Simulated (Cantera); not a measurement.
A Cantera script and its output.

```python
import numpy as np
import cantera as ct

gas = ct.Solution("SiF4_NH3_mec.yaml", "gas")
gas.TPX = 1700, 1600, {'NH3': 1, 'N2': 3.5}
reactor = ct.IdealGasConstPressureReactor(gas, energy="off", clone=False)
net = ct.ReactorNet([reactor])
net.rtol, net.atol = 1e-08, 1e-18
show = ['NH3', 'H', 'NH2', 'H2', 'N2H4', 'N2H2', 'N']
times = np.geomspace(2e-06, 90, 13)

steps = ct.SolutionArray(gas, extra=["t"])
rows = []
print(f"{'t/s':>10s}{'T/K':>9s}{'P/Pa':>11s}" + "".join(f"{s:>11s}" for s in show))
for t in times:
    while net.time < t:
        t_next = net.step()
        steps.append(gas.state, t=t_next)
    rows.append([np.interp(t, steps.t, y) for y in (steps.T, steps.P, *steps(*show).X.T)])
    print(f"{t:10.3e}{rows[-1][0]:9.1f}{rows[-1][1]:11.4g}" + "".join(f"{x:11.3e}" for x in rows[-1][2:]))
rate = np.gradient(steps.T, steps.t)
print("integrator steps:", len(steps.t))
if steps.T.max() > steps.T[0] + 200:
    print(f"time of steepest temperature rise: {steps.t[rate.argmax()]:.4e} s")
gas.TPX = 1700, 1600, {'NH3': 1, 'N2': 3.5}
gas.equilibrate("TP")
print(f"equilibrium (TP): T = {gas.T:.1f} K  " + "  ".join(f"{s} {gas[s].X[0]:.3e}" for s in show))
```

It prints:

```
       t/s      T/K       P/Pa        NH3          H        NH2         H2       N2H4       N2H2          N
 2.000e-06   1700.0       1600  2.222e-01  1.523e-09  1.652e-09  6.423e-11  4.050e-21  1.188e-19  5.835e-26
 8.686e-06   1700.0       1600  2.222e-01  5.788e-09  7.997e-09  1.104e-09  3.793e-19  1.007e-17  4.578e-23
 3.772e-05   1700.0       1600  2.222e-01  1.514e-08  4.473e-08  1.479e-08  4.391e-17  1.232e-15  3.911e-20
 1.638e-04   1700.0       1600  2.222e-01  1.913e-08  2.409e-07  1.109e-07  3.895e-15  1.473e-13  1.044e-17
 7.114e-04   1700.0       1600  2.222e-01  1.916e-08  1.110e-06  5.455e-07  1.391e-13  9.727e-12  1.266e-15
 3.089e-03   1700.0       1600  2.222e-01  1.923e-08  4.882e-06  2.436e-06  3.065e-12  3.223e-10  1.671e-13
 1.342e-02   1700.0       1600  2.222e-01  2.105e-08  2.121e-05  1.100e-05  5.956e-11  7.630e-09  1.692e-11
 5.826e-02   1700.0       1600  2.221e-01  6.782e-08  9.110e-05  8.302e-05  1.105e-09  1.703e-07  3.081e-10
 2.530e-01   1700.0       1600  2.203e-01  1.201e-06  2.374e-04  2.141e-03  7.494e-09  1.318e-06  9.286e-09
 1.099e+00   1700.0       1600  2.095e-01  6.160e-06  2.029e-04  1.542e-02  5.477e-09  1.219e-06  6.555e-08
 4.772e+00   1700.0       1600  1.738e-01  2.030e-05  1.491e-04  5.934e-02  2.961e-09  7.961e-07  1.553e-07
 2.072e+01   1700.0       1600  9.435e-02  5.692e-05  8.660e-05  1.568e-01  9.980e-10  2.962e-07  1.744e-07
 9.000e+01   1700.0       1600  1.776e-02  1.355e-04  2.431e-05  2.508e-01  7.847e-11  2.915e-08  1.271e-07
integrator steps: 1304
equilibrium (TP): T = 1700.0 K  NH3 6.986e-08  H 6.119e-04  NH2 3.980e-10  H2 2.723e-01  N2H4 2.114e-20  N2H2 1.031e-15  N 3.734e-11
```

Cantera simulation using the gas-phase N/H chemistry of the illustrative SiF4/NH3 mechanism in the Surface Chemkin manual (1991); the numbers are that mechanism's predictions, not measurements. Walls and surfaces, which speed up NH3 decomposition in real reactors, are not modelled.
